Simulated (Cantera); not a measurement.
## Premixed flame

A freely propagating, adiabatic, planar premixed flame of CH3OH : O2 : N2 = 1 : 1.7 : 6.41 (molar parts), unburnt at 473 K and 1.00 bar; unity-Lewis-number transport, grid criteria slope 0.08 and curve 0.16, no radiation.

Cantera simulation using GRI-Mech 3.0 (53 species, 325 reactions); the numbers are that mechanism's predictions, not measurements. GRI-Mech 3.0 was tuned for natural gas; its chemistry of methanol as a main component is partial and can be far from experiment. Unity Lewis numbers drop preferential diffusion, which matters most where H2 and H carry the flame. Burning velocities carry a grid error of a few per cent, more on coarse grids.

```json
[
 {"z (mm)": "-1.21", "T (K)": "474", "u (m/s)": "0.562", "x CH3OH": "0.110", "x O2": "0.187", "x H2": "1.18e-5", "x OH": "<1e-8", "x CH2O": "3.22e-6", "x NO": "<1e-8"},
 {"z (mm)": "-0.807", "T (K)": "478", "u (m/s)": "0.568", "x CH3OH": "0.109", "x O2": "0.186", "x H2": "0.000109", "x OH": "<1e-8", "x CH2O": "2.98e-5", "x NO": "<1e-8"},
 {"z (mm)": "-0.605", "T (K)": "494", "u (m/s)": "0.587", "x CH3OH": "0.108", "x O2": "0.185", "x H2": "0.000447", "x OH": "<1e-8", "x CH2O": "0.000122", "x NO": "<1e-8"},
 {"z (mm)": "-0.403", "T (K)": "567", "u (m/s)": "0.678", "x CH3OH": "0.101", "x O2": "0.177", "x H2": "0.00207", "x OH": "<1e-8", "x CH2O": "0.000565", "x NO": "5.20e-8"},
 {"z (mm)": "-0.202", "T (K)": "914", "u (m/s)": "1.12", "x CH3OH": "0.0697", "x O2": "0.142", "x H2": "0.0100", "x OH": "2.29e-8", "x CH2O": "0.00274", "x NO": "6.16e-7"},
 {"z (mm)": "-0.101", "T (K)": "1269", "u (m/s)": "1.60", "x CH3OH": "0.0360", "x O2": "0.105", "x H2": "0.0184", "x OH": "1.36e-5", "x CH2O": "0.00497", "x NO": "2.00e-6"},
 {"z (mm)": "0", "T (K)": "1672", "u (m/s)": "2.17", "x CH3OH": "0.00299", "x O2": "0.0628", "x H2": "0.0229", "x OH": "0.00226", "x CH2O": "0.00259", "x NO": "4.73e-6"},
 {"z (mm)": "0.101", "T (K)": "1805", "u (m/s)": "2.35", "x CH3OH": "3.19e-6", "x O2": "0.0437", "x H2": "0.0125", "x OH": "0.00817", "x CH2O": "1.25e-5", "x NO": "7.13e-6"},
 {"z (mm)": "0.202", "T (K)": "1870", "u (m/s)": "2.42", "x CH3OH": "<1e-8", "x O2": "0.0381", "x H2": "0.0113", "x OH": "0.00952", "x CH2O": "3.34e-8", "x NO": "9.38e-6"},
 {"z (mm)": "0.403", "T (K)": "1955", "u (m/s)": "2.51", "x CH3OH": "<1e-8", "x O2": "0.0338", "x H2": "0.0101", "x OH": "0.00968", "x CH2O": "<1e-8", "x NO": "1.31e-5"},
 {"z (mm)": "0.807", "T (K)": "2047", "u (m/s)": "2.61", "x CH3OH": "<1e-8", "x O2": "0.0301", "x H2": "0.00759", "x OH": "0.00880", "x CH2O": "<1e-8", "x NO": "1.91e-5"},
 {"z (mm)": "1.61", "T (K)": "2125", "u (m/s)": "2.69", "x CH3OH": "<1e-8", "x O2": "0.0269", "x H2": "0.00500", "x OH": "0.00732", "x CH2O": "<1e-8", "x NO": "2.84e-5"},
 {"z (mm)": "3.23", "T (K)": "2181", "u (m/s)": "2.75", "x CH3OH": "<1e-8", "x O2": "0.0245", "x H2": "0.00314", "x OH": "0.00585", "x CH2O": "<1e-8", "x NO": "4.28e-5"}
]
```
x: mole fraction of selected species; z is measured from the peak of heat release.

* **laminar burning velocity**: 56.2 cm/s
* **thermal thickness**: 0.403 mm
* **peak x(H2)**: 0.0240
* **peak x(OH)**: 0.00974
* **peak x(CH2O)**: 0.00551
* **grid points**: 129
